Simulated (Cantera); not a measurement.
Feed: 1 mol Cu2O, 820 mol H2, 39 mol N2, held at 20.0 Pa.

Equilibrium computed with Cantera from the NASA thermochemical tables; the gas is ideal and each condensed phase is pure. Candidate condensed phases: Cu, CuO, Cu(OH)2, Cu2O, H2O; 27 gas species. Equilibrium is a limit: real reactors are often held back by kinetics, nucleation or transport.

**Question.** At 1798 K, list the 5 most abundant gas species with their mole fractions, and the condensed phases.

**Answer.** H2 0.928, N2 0.0448, H 0.0240, Cu 0.00230, H2O 0.00115. Condensed: gas only.
